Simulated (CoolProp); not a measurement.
Vapour-liquid equilibrium of isobutene (1) + acetone (2) at 0.0692 MPa; x and y are mole fractions of (1).

Model: multi-fluid Helmholtz-energy mixture model, Lemmon 2005 and Lemmon 2006; pair parameters Bell 2016, in CoolProp.

| x | bubble temperature (°C) | y at the bubble point | dew temperature at overall composition x (°C) | liquid density (mol/L) |
|---|---|---|---|---|
| 0.05 | 26.4 | 0.542 | 44.0 | 13.30 |
| 0.125 | 9.5 | 0.800 | 41.9 | 13.36 |
| 0.2 | 0.6 | 0.880 | 39.6 | 13.27 |
| 0.275 | -4.5 | 0.913 | 37.1 | ___ |
| 0.35 | ___ | 0.930 | 34.5 | ___ |
| 0.425 | ___ | 0.940 | 31.6 | 12.73 |
| 0.5 | -10.4 | 0.946 | 28.4 | 12.52 |
| 0.575 | -11.3 | 0.950 | 24.8 | 12.31 |
| 0.65 | -12.0 | 0.954 | 20.6 | 12.12 |
| 0.725 | -12.7 | 0.959 | 15.7 | 11.93 |
| 0.8 | -13.5 | 0.965 | 9.5 | 11.75 |
| 0.875 | -14.4 | ___ | 1.3 | 11.59 |
| 0.95 | -15.5 | 0.987 | -11.2 | 11.44 |

Task: Complete the blanks.

Result: 
- 0.275, liquid density (mol/L): 13.12
- 0.35, bubble temperature (°C): -7.4
- 0.35, liquid density (mol/L): 12.93
- 0.425, bubble temperature (°C): -9.3
- 0.875, y at the bubble point: 0.974

No azeotrope shows between x = 0.05 and 0.95.

The pair parameters rest on a limited set of measurements; away from them the model extrapolates. With so large a gap from Raoult's law the liquid may split in two, which this calculation doesn't test in full.
